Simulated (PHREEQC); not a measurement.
**Acid mine or pickling water: speciation**

A made-up water analysis in mg/L, 25 °C, pH 3.88, pe 8.4: Na 2500; K 65.9; Ca 7.31; Mg 95.7; Cl 1550; S(6) as SO4 3710; Li 1.39; Mn(2) 7.18; Cu(2) 1.36; Zn 161.

Valence states are taken as typed.

Computed with PHREEQC (ion-association model, phreeqc.dat).

Each row changes one thing in this solution. This is a speciation only: nothing precipitates in the calculation.

| case | ionic strength (mol/kgw) | Na+ (mol/kgw) | SO4-2 (mol/kgw) | NaSO4- (mol/kgw) | Mg+2 (mol/kgw) | MgSO4 (mol/kgw) | SI of Gypsum (CaSO4:2H2O) | SI of Halite (NaCl) |
|---|---|---|---|---|---|---|---|---|
| as made | 0.146 | 0.104 | 0.0302 | 0.00516 | 0.00217 | 0.00180 | -1.82 | -4.16 |
| all concentrations times 3 at the same typed pH | 0.415 | 0.307 | 0.0780 | … | 0.00577 | 0.00633 | -1.26 | … |
| Ca from 7.31 to 3.65 mg/L | 0.146 | 0.104 | 0.0302 | 0.00517 | 0.00217 | 0.00180 | … | -4.16 |
| K from 65.9 to 132 mg/L | 0.147 | 0.104 | 0.0301 | 0.00514 | 0.00218 | 0.00179 | -1.82 | -4.16 |

### Question
Some entries are withheld; supply them.

### Answer

- all concentrations times 3 at the same typed pH, NaSO4- (mol/kgw): 0.0272
- all concentrations times 3 at the same typed pH, SI of Halite (NaCl): -3.28
- Ca from 7.31 to 3.65 mg/L, SI of Gypsum (CaSO4:2H2O): -2.12

Species that the database lacks are ignored.
